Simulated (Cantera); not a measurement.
Input: 1 mol Ti, 7.2 mol H2O, held at 1075 K and 4.60 mbar.

These are equilibrium values from Cantera (NASA tables, ideal gas, pure condensed phases), not measurements of a reactor. Candidate condensed phases: H2O, Ti, TiO, TiO2, Ti2O3, Ti3O5, Ti4O7; 12 gas species. The numbers say what is thermodynamically allowed, not how fast it happens.

Base state: H2O 0.722, H2 0.278 (mole fractions); condensed: TiO2(rutile).

### Question
What changes in the equilibrium state with this change: temperature from 1075 K to 1948.15 K?

### Answer
```json
[
 {"species": "H2O", "before": "0.722", "after": "0.716"},
 {"species": "H2", "before": "0.278", "after": "0.273"},
 {"species": "H", "before": "1.14e-7", "after": "0.00872"},
 {"species": "TiO2", "before": "<1e-9", "after": "1.78e-5"},
 {"species": "OH", "before": "1.12e-9", "after": "0.00207"},
 {"species": "O2", "before": "<1e-9", "after": "5.56e-5"},
 {"species": "O", "before": "<1e-9", "after": "4.89e-5"},
 {"species": "TiO2(rutile), mol", "before": "1.00", "after": "1.000"}
]
```
